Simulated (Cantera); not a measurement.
Input (Python, Cantera) and output of one run.

```python
import numpy as np
import cantera as ct

gas_names = """
    CL CL2 H HCL H2 Si SiCL SiCL2 SiCL3 SiCL4 SiH SiHCL3 SiH2 SiH2CL2 SiH3 SiH3CL SiH4 Si2 Si3
""".split()
cond_names = """
    Si(cr) Si(L)
""".split()


# ... load() reads the species with a 1 bar reference pressure and builds the phases ...
atoms = {
    'SiCl4': {'Si': 1, 'CL': 4},
    'Cl2': {'CL': 2},
    'H2': {'H': 2},
    'HCl': {'H': 1, 'CL': 1},
}
top_T = {}  # K; cautious upper limits of use, not melting points


# ... equilibrate(T, P, feed) seeds the gas with the atoms and calls Mixture.equilibrate('TP', solver="vcs", rtol=1e-11, max_steps=5000) ...
results = []
feed = {'SiCl4': 1, 'Cl2': 0.65, 'H2': 14, 'HCl': 0.85}  # mol
T = 925  # K
P = 17000  # Pa
mix = equilibrate(T, P, feed)
results.append((T, P, feed, dict(zip(mix.species_names, mix.species_moles))))
x = sorted(zip(gas.X, gas.species_names), reverse=True)
print(f"T = {T:g} K  P = {P:g} Pa  gas = {mix.phase_moles(0):.4g} mol")
print("   x: " + "  ".join(f"{s} {v:.3e}" for v, s in x if v > 1e-06))
print("   condensed (mol): " + ("  ".join(f"{mix.phase(i).name} {mix.phase_moles(i):.4g}"
      for i in range(1, mix.n_phases) if mix.phase_moles(i) > 1e-12) or "none"))
```

It prints:

```
T = 925 K  P = 17000 Pa  gas = 16.5 mol
   x: H2 8.077e-01  HCL 1.317e-01  SiCL4 5.926e-02  SiHCL3 1.321e-03  SiCL3 2.184e-05  SiH2CL2 2.892e-06
   condensed (mol): none
```

These are equilibrium values from Cantera (NASA tables, ideal gas, pure condensed phases), not measurements of a reactor. The tables' values for SiCl3 are old estimates; treat these amounts as uncertain.
